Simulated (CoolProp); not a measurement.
n-undecane along the isobar 22.9 bar: Z from the reference equation and from simpler models built on Tc = 365.7 °C, pc = 19.90 bar, ω = 0.539; each cubic takes its own stable root.

Model: reference Helmholtz-energy equation of state, Aleksandrov 2011, in CoolProp. It is a short technical equation, of lower accuracy than the large ones.

| T (°C) | phase | reference |
|---|---|---|
| 29.35 | liquid | 0.1937 |
| 35.75 | liquid | 0.1909 |
| 42.05 | liquid | 0.1883 |
| 48.45 | liquid | 0.1858 |
| 54.75 | liquid | 0.1834 |
| 61.15 | liquid | 0.1811 |
| 67.45 | liquid | 0.1790 |
| 73.75 | liquid | 0.1769 |
| 80.15 | liquid | 0.1749 |
| 86.45 | liquid | 0.1730 |
| 92.85 | liquid | 0.1712 |
| 99.15 | liquid | 0.1695 |
| 105.45 | liquid | 0.1678 |
| 111.85 | liquid | 0.1662 |
| 118.15 | liquid | 0.1647 |
| 124.55 | liquid | 0.1633 |

Q: How far does each simpler model (van der Waals, Redlich-Kwong) lie from the reference over these 16 states: mean and median of the absolute difference, and the worst?

A: 
- van der Waals: mean 83.7 %, median 83.7 %, worst +86.0 % at 29.35 °C and 22.9 bar
- Redlich-Kwong: mean 25.4 %, median 25.3 %, worst +26.1 % at 29.35 °C and 22.9 bar
